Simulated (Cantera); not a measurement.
A Cantera script and its output.

```python
import numpy as np
import cantera as ct

gas = ct.Solution("gri30.yaml")
gas.TPX = 1775, 1000000, {'CH4': 1, 'CO': 0.064, 'O2': 1.85, 'N2': 15}
reactor = ct.IdealGasConstPressureReactor(gas, energy="on", clone=False)
net = ct.ReactorNet([reactor])
net.rtol, net.atol = 1e-08, 1e-16
show = ['CH4', 'CO', 'O2', 'N2O', 'NO']
times = np.geomspace(9e-06, 1, 15)

steps = ct.SolutionArray(gas, extra=["t"])
rows = []
print(f"{'t/s':>10s}{'T/K':>9s}{'P/Pa':>11s}" + "".join(f"{s:>11s}" for s in show))
for t in times:
    while net.time < t:
        t_next = net.step()
        steps.append(gas.state, t=t_next)
    rows.append([np.interp(t, steps.t, y) for y in (steps.T, steps.P, *steps(*show).X.T)])
    print(f"{t:10.3e}{rows[-1][0]:9.1f}{rows[-1][1]:11.4g}" + "".join(f"{x:11.3e}" for x in rows[-1][2:]))
rate = np.gradient(steps.T, steps.t)
print("integrator steps:", len(steps.t))
if steps.T.max() > steps.T[0] + 200:
    print(f"time of steepest temperature rise: {steps.t[rate.argmax()]:.4e} s")
gas.TPX = 1775, 1000000, {'CH4': 1, 'CO': 0.064, 'O2': 1.85, 'N2': 15}
gas.equilibrate("HP")
print(f"equilibrium (HP): T = {gas.T:.1f} K  " + "  ".join(f"{s} {gas[s].X[0]:.3e}" for s in show))
```

Result:

```
       t/s      T/K       P/Pa        CH4         CO         O2        N2O         NO
 9.000e-06   1775.2      1e+06  5.495e-02  3.596e-03  1.029e-01  5.075e-09  4.270e-11
 2.064e-05   1788.8      1e+06  5.057e-02  4.380e-03  1.004e-01  2.882e-08  4.128e-10
 4.732e-05   2594.0      1e+06  1.732e-14  2.651e-02  6.982e-03  6.357e-07  1.743e-04
 1.085e-04   2696.3      1e+06  1.620e-14  2.116e-02  3.255e-03  6.145e-07  5.431e-04
 2.488e-04   2697.5      1e+06  1.735e-14  2.109e-02  2.977e-03  6.053e-07  1.129e-03
 5.706e-04   2693.2      1e+06  1.885e-14  2.135e-02  2.757e-03  6.058e-07  2.104e-03
 1.308e-03   2688.7      1e+06  2.054e-14  2.163e-02  2.543e-03  6.175e-07  3.099e-03
 3.000e-03   2687.1      1e+06  2.118e-14  2.173e-02  2.470e-03  6.243e-07  3.450e-03
 6.879e-03   2687.0      1e+06  2.121e-14  2.174e-02  2.467e-03  6.247e-07  3.467e-03
 1.577e-02   2687.0      1e+06  2.121e-14  2.174e-02  2.467e-03  6.247e-07  3.467e-03
 3.617e-02   2687.0      1e+06  2.121e-14  2.174e-02  2.467e-03  6.247e-07  3.467e-03
 8.294e-02   2687.0      1e+06  2.121e-14  2.174e-02  2.467e-03  6.247e-07  3.467e-03
 1.902e-01   2687.0      1e+06  2.121e-14  2.174e-02  2.467e-03  6.247e-07  3.467e-03
 4.361e-01   2687.0      1e+06  2.121e-14  2.174e-02  2.467e-03  6.247e-07  3.467e-03
 1.000e+00   2687.0      1e+06  2.121e-14  2.174e-02  2.467e-03  6.247e-07  3.467e-03
integrator steps: 1740
time of steepest temperature rise: 3.6531e-05 s
equilibrium (HP): T = 2687.0 K  CH4 2.573e-14  CO 2.174e-02  O2 2.467e-03  N2O 6.247e-07  NO 3.467e-03
```

Cantera simulation using GRI-Mech 3.0 (53 species, 325 reactions); the numbers are that mechanism's predictions, not measurements.
